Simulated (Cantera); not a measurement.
Feed: 1 mol SiCl4, 0.7 mol N2, 24 mol H2, at 62.0 mbar.

These are equilibrium values from Cantera (NASA tables, ideal gas, pure condensed phases), not measurements of a reactor. Candidate condensed phases: NH4Cl, Si, Si3N4; 28 gas species. Gases not in the tables: Si2H6 and higher silanes. Kinetics and transport are ignored.

Over these rows the condensed part is Si(l). Partial pressures as log10 of bar:

```csv
T (K),1000/T (1/K),log p Si,log p H2,log p HCl,log p SiCl2,log p N2
1775,0.5634,-5.66,-1.28,-2.26,-2.74,-2.79
1825,0.5479,?,-1.28,-2.25,-2.75,-2.79
1875,0.5333,-5.04,-1.28,-2.24,-2.76,-2.79
1925,0.5195,-4.76,-1.28,-2.24,-2.77,-2.79
1975,0.5063,-4.49,-1.28,-2.23,-2.79,-2.79
2025,0.4938,-4.23,-1.28,-2.22,-2.80,-2.79
```

Question: Fit log p(Si) = a + b·(1000/T) to the five rows, give the apparent enthalpy, and predict the row at 1825 K.

Answer: Means: 1000/T = 0.5233, log p = -4.836. Sxy = -0.059130, Sxx = 0.0028817, so b = -20.52 and a = -4.836 − (-20.52)×0.5233 = 5.90.
Apparent enthalpy: −19.145 × (-20.52) = 393 kJ/mol. The condensed phases alone fix this pressure, through Si(l) = Si(g), so the slope is that reaction's ΔH° and the other gases don't enter. The five rows lie within 0.01 of the line.
Prediction at 1825 K: 5.90 + (-20.52)×0.5479 = -5.34. The computed value is -5.34, 0.00 from the line.
